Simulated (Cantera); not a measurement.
Input: 1 mol HgO, 3.7 mol H2, 0.1 mol N2, held at 1075 K and 35.0 Pa.

Equilibrium computed with Cantera from the NASA thermochemical tables; the gas is ideal and each condensed phase is pure. Candidate condensed phases: H2O, Hg, HgO; 25 gas species. Rates play no part.

Base state: H2 0.562, H2O 0.208, Hg 0.208, N2 0.0208 (mole fractions); condensed: gas only.

**Question.** What changes in the equilibrium state with this change: HgO replaced by Hg?

**Answer.** 
```csv
species,before,after
H2,0.562,0.771
Hg,0.208,0.208
N2,0.0208,0.0208
H2O,0.208,0
```
